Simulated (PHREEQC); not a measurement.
0.012 g of hydrous ferric oxide (600 m²/g; 0.2 weak and 0.005 strong sites per Fe, Dzombak-Morel constants, diffuse double layer) in 1 kg of water with 0.01 mol/kgw of an inert sodium salt and 3.4e-08 mol/kgw MnCl2, at 25 °C; the pH is set by adding NaOH or the inert anion's acid. The system is closed to oxygen. CO2 from the air is kept out. Nothing may precipitate in this run.

The series has 17 steps of pH, from 4 to 10.

All values are PHREEQC results (ion-association model, wateq4f.dat), not measurements.

Q: Near which pH is half of the Mn sorbed, and on which side is more sorbed?

A: Near pH 7.5, with more sorbed at higher pH.
